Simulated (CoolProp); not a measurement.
A Linde-Hampson liquefier for oxygen: isothermal reversible compression at 280 K from 1 atm to 5 MPa, throttling to 1 atm, return gas leaving the recuperator 0 K below the feed. Each further row changes one setting.

Model: reference Helmholtz-energy equation of state, Schmidt 1985, in CoolProp.

| case | liquid yield per pass | compression work (kJ/kg of gas) |
|---|---|---|
| as stated | 0.035 | 281 |
| high pressure 10 MPa | 0.070 | 328 |
| warm-end temperature 310 K | 0.027 | 312 |
| warm-end gap 5 K | 0.024 | 281 |

Above 300 K oxygen's equation is extrapolated.
